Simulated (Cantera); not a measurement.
# Low-pressure radical oxidation in H2/O2

An isothermal, constant-pressure homogeneous reactor starts with H₂ : O₂ : N₂ = 0.038 : 1 : 0.3 (molar parts), at 1023 K and 10.00 Torr.

Computed with Cantera and GRI-Mech 3.0 (53 species, 325 reactions). Radical loss at walls, strong at low pressure, is not modelled.

| t (s) | x H₂ | x O₂ | x NO | x NO₂ | x O | x OH | x H₂O₂ |
|---|---|---|---|---|---|---|---|
| 2.00e-5 | 0.0284 | 0.747 | <1e-12 | <1e-12 | <1e-12 | <1e-12 | <1e-12 |
| 7.27e-5 | 0.0284 | 0.747 | <1e-12 | <1e-12 | 5.79e-12 | 5.25e-12 | <1e-12 |
| 0.000264 | 0.0284 | 0.747 | <1e-12 | <1e-12 | 5.93e-11 | 4.35e-11 | <1e-12 |
| 0.000959 | 0.0284 | 0.747 | <1e-12 | <1e-12 | 7.88e-10 | 4.29e-10 | <1e-12 |
| 0.00348 | 0.0284 | 0.747 | <1e-12 | <1e-12 | 2.10e-7 | 1.07e-7 | 1.51e-12 |
| 0.0126 | 0.00158 | 0.731 | 9.75e-9 | <1e-12 | 0.0125 | 0.00164 | 1.16e-7 |
| 0.0459 | 0.000175 | 0.738 | 4.39e-8 | 4.52e-12 | 0.00575 | 0.000634 | 5.19e-8 |
| 0.167 | 2.45e-5 | 0.743 | 4.87e-8 | 2.24e-11 | 0.000843 | 0.000232 | 4.54e-8 |
| 0.606 | 2.07e-6 | 0.744 | 4.88e-8 | 8.62e-11 | 7.64e-5 | 6.96e-5 | 2.59e-8 |
| 2.20 | 1.95e-7 | 0.744 | 4.87e-8 | 1.51e-10 | 7.83e-6 | 2.25e-5 | 9.23e-9 |
| 8.00 | 2.61e-8 | 0.744 | 4.87e-8 | 1.49e-10 | 1.13e-6 | 8.54e-6 | 2.61e-9 |
x: mole fraction; the columns are a selection and need not sum to one.

Equilibrium at this temperature and pressure: H₂ 4.98e-11, O₂ 0.744, NO 4.07e-5, NO₂ 4.06e-7, O 2.34e-9, OH 3.88e-7, H₂O₂ 1.08e-11 (gas phase only).
